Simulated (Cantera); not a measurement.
Charge: 1 mol Al(CH₃)₃, 80 mol NH₃, 1.7 mol N₂, equilibrated at 1750 K and 32.0 Pa.

Method: chemical equilibrium by Gibbs-energy minimisation in Cantera with the NASA 1993 tables (ideal gas, pure condensed phases). Candidate condensed phases: Al, AlN, C, C₆H₆, C₇H₈, C₈H₁₈; 97 gas species. The feed counts by its element totals alone. Kinetics and transport are ignored.

Base state: H₂ 0.734, N₂ 0.247, H 0.0111, Al 0.00590, HCN 0.00203, C₂H₂ (acetylene) 8.43e-5, HNC 6.88e-5, AlH 4.73e-5 (mole fractions); condensed: C(graphite).

Q: What changes in the equilibrium state with this change: pressure from 32.0 Pa to 1.00 bar?

A: 
```
species            before     after
----------------  -------  --------
H₂                  0.734     0.749
N₂                  0.247     0.248
HCN               0.00203   0.00206
H                  0.0111  0.000201
Al                0.00590   1.80e-7
CH₄               1.57e-7  0.000513
NH₃               3.25e-9   1.05e-5
AlH               4.73e-5   8.16e-8
C₂H₂ (acetylene)  8.43e-5   8.61e-5
C(graphite), mol     2.62      2.53
AlN(s), mol             0     1.000
```
